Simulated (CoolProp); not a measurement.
Properties of n-pentane along the isobar 3850 kPa (Tc = 196.5 °C, pc = 3368 kPa, ω = 0.251).

Values from CoolProp's reference Helmholtz-energy equation of state, Thol 2019.

| T (°C) | phase | density (kg/m³) | cv (kJ/(kg K)) | expansivity (1/kK) |
|---|---|---|---|---|
| 164.05 | liquid | 451.4 | 2.301 | 4.428 |
| 184.75 | liquid | 400.6 | 2.410 | 7.867 |
| 205.45 | supercritical | 237.3 | 2.633 | 97.65 |
| 226.25 | supercritical | 117.7 | 2.582 | 12.98 |
| 246.95 | supercritical | 96.54 | 2.611 | 7.345 |
| 267.75 | supercritical | 84.85 | 2.659 | 5.316 |
| 288.45 | supercritical | 76.92 | 2.715 | 4.254 |
| 309.15 | supercritical | 70.96 | 2.774 | 3.590 |
| 329.95 | supercritical | 66.19 | 2.835 | 3.130 |
